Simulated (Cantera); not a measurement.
A closed system holds: 1 mol Fe3O4, 85 mol H2, equilibrated at 1700 K and 13.3 mbar.

Cantera equilibrium calculation (NASA polynomials, part measured and part estimated; ideal gas, pure solids and liquids). Candidate condensed phases: Fe, FeO, Fe(OH)2, Fe(OH)3, Fe2O3, Fe3O4, H2O; 12 gas species. Kinetics and transport are ignored.

Base state: H2 0.951, H2O 0.0470, H 0.00124, Fe 0.000472 (mole fractions); condensed: Fe(δ).

### Question
What changes in the equilibrium state with this change: temperature from 1700 K to 1225 K?

### Answer
```json
[
 {"species": "H2", "before": "0.951", "after": "0.953"},
 {"species": "H2O", "before": "0.0470", "after": "0.0471"},
 {"species": "H", "before": "0.00124", "after": "2.63e-6"},
 {"species": "Fe", "before": "0.000472", "after": "8.46e-9"},
 {"species": "Fe(δ), mol", "before": "2.96", "after": "0"},
 {"species": "Fe(γ), mol", "before": "0", "after": "3.00"}
]
```

### Question
What changes in the equilibrium state with this change: temperature from 1700 K to 1273.15 K?

### Answer
| species | before | after |
|---|---|---|
| H2 | 0.951 | 0.953 |
| H2O | 0.0470 | 0.0471 |
| H | 0.00124 | 6.04e-6 |
| Fe | 0.000472 | 3.75e-8 |
| Fe(δ), mol | 2.96 | 0 |
| Fe(γ), mol | 0 | 3.00 |
